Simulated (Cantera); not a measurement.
A closed system holds: 1 mol SiC, 0.32 mol CO2, 14 mol H2, held at 4.95 Torr.

Cantera equilibrium calculation (NASA polynomials, part measured and part estimated; ideal gas, pure solids and liquids). Candidate condensed phases: C, C6H6, C7H8, C8H18, H2O, Si, SiC, SiO2; 123 gas species. Mutual solubility and eutectic melting of coexisting phases are not modelled. The tables hold silica as quartz up to 1696 K and as liquid above; real silica turns to tridymite and cristobalite and melts near 1996 K. Kinetics and transport are ignored.

x: gas mole fraction; n: condensed amount in mol.

```tsv
T (K)	x H2	x CO	x CH4	x SiO	x H	n C(graphite)	n SiC(s)	n SiO2(β-quartz)
948	0.999	2.54e-6	0.00113	1.24e-10	6.45e-9	0.624	0.680	0.320
998	0.999	(withheld)	(withheld)	(withheld)	(withheld)	0.631	0.680	0.320
1048	1.000	(withheld)	(withheld)	(withheld)	(withheld)	0.632	0.681	0.319
1098	0.999	0.000493	0.000241	9.52e-8	3.04e-7	0.626	0.683	0.317
1148	0.998	0.00209	0.000156	5.90e-7	8.81e-7	0.594	0.695	0.305
1198	0.992	0.00784	0.000104	3.13e-6	2.33e-6	0.473	0.735	0.265
1248	0.973	0.0264	6.97e-5	1.45e-5	5.67e-6	0.0692	0.870	0.130
```

What belongs in the gaps?


- 1048, x CO: 0.000101
- 1048, x CH4: 0.000385
- 1048, x SiO: 1.29e-8
- 1048, x H: 9.51e-8
- 998, x CO: 1.76e-5
- 998, x CH4: 0.000643
- 998, x SiO: 1.42e-9
- 998, x H: 2.65e-8
